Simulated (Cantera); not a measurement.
Charge: 1 mol Mg(OH)2, 0.12 mol O2, equilibrated at 1052 °C and 51.0 mbar.

Method: chemical equilibrium by Gibbs-energy minimisation in Cantera with the NASA 1993 tables (ideal gas, pure condensed phases). Candidate condensed phases: H2O, Mg, MgO, Mg(OH)2; 15 gas species. Rates play no part.

Base state: H2O 0.893, O2 0.107, OH 7.41e-5 (mole fractions); condensed: MgO(s).

Question: What changes in the equilibrium state with this change: 0.13 mol NH3 added?

Answer: 
```csv
species,before,after
H2O,0.893,0.932
N2,0,0.0507
O2,0.107,0.0175
NO,0,3.40e-5
OH,7.41e-5,4.81e-5
"MgO(s), mol",1.00,1.00
```

Question: What changes in the equilibrium state with this change: Mg(OH)2 replaced by Ca(OH)2?

Answer: 
| species | before | after |
|---|---|---|
| H2O | 0.893 | 0.893 |
| O2 | 0.107 | 0.107 |
| OH | 7.41e-5 | 7.41e-5 |
| MgO(s), mol | 1.00 | 0 |
| CaO(s), mol | 0 | 1.00 |
Further candidate phases: Ca, CaO, Ca(OH)2.

Question: What changes in the equilibrium state with this change: 0.39 mol Cl2 added?

Answer: 
```json
[
 {"species": "HCl", "before": "0", "after": "0.446"},
 {"species": "H2O", "before": "0.893", "after": "0.364"},
 {"species": "O2", "before": "0.107", "after": "0.182"},
 {"species": "MgCl2", "before": "0", "after": "0.000699"},
 {"species": "Cl", "before": "0", "after": "0.00381"},
 {"species": "Cl2", "before": "0", "after": "0.00310"},
 {"species": "ClO", "before": "0", "after": "1.16e-5"},
 {"species": "HOCl", "before": "0", "after": "1.15e-5"},
 {"species": "MgO(s), mol", "before": "1.00", "after": "0.999"}
]
```
Further candidate phases: MgCl2.
